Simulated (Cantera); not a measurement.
Standard-state values (1 bar) from the NASA 1993 polynomials, evaluated with Cantera. Values are per mole of reaction as written; species without (g) are pure solids or liquids, kept so even where they would boil at 1 bar.

**Question.** Between 1723 and 2773 K, where is each reaction favourable under standard conditions?
- 3 B2O2(g) → 2 B2O3(g) + 2 B
- 3 B2O2(g) + 3 F2(g) → 2 B3O3F3(g)
- 2 B2O2(g) + O2(g) → 2 B2O3(g)

**Answer.** 
- 3 B2O2(g) → 2 B2O3(g) + 2 B: ΔG° is -46 kJ at 1723 K and 84 kJ at 2773 K; it changes sign between 2023 and 2173 K. ΔH° is -178 kJ and ΔS° -95 J/K at 2773 K.
- 3 B2O2(g) + 3 F2(g) → 2 B3O3F3(g): ΔG° is -2246 kJ at 1723 K and -1595 kJ at 2773 K; it stays negative (K > 1). ΔH° is -3293 kJ and ΔS° -613 J/K at 2773 K.
- 2 B2O2(g) + O2(g) → 2 B2O3(g): ΔG° is -543 kJ at 1723 K and -411 kJ at 2773 K; it stays negative (K > 1). ΔH° is -758 kJ and ΔS° -125 J/K at 2773 K.
